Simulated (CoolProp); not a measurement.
CHF3 (R23) along the isotherm -33.95 °C: density (kg/m³) from the reference equation and from simpler models built on Tc = 26.1 °C, pc = 48.32 bar, ω = 0.263; each cubic takes its own stable root.

The numbers come from the reference Helmholtz-energy equation of state, Penoncello 2003 in CoolProp.

```
p (bar)   phase  reference
-------  ------  ---------
7.25        gas      29.54
14.5     liquid       1244
21.7     liquid       1248
29       liquid       1252
36.2     liquid       1256
43.5     liquid       1260
50.7     liquid       1264
58       liquid       1268
65.2     liquid       1271
72.5     liquid       1275
```

How far does each simpler model (van der Waals, Peng-Robinson) lie from the reference over these 10 states: mean and median of the absolute difference, and the worst?


- van der Waals: mean 43.7 %, median 41.8 %, worst -95.0 % at -33.95 °C and 14.5 bar
- Peng-Robinson: mean 3.8 %, median 4.0 %, worst -4.6 % at -33.95 °C and 14.5 bar

At some of these states van der Waals gives the other phase, because its saturation line lies elsewhere.
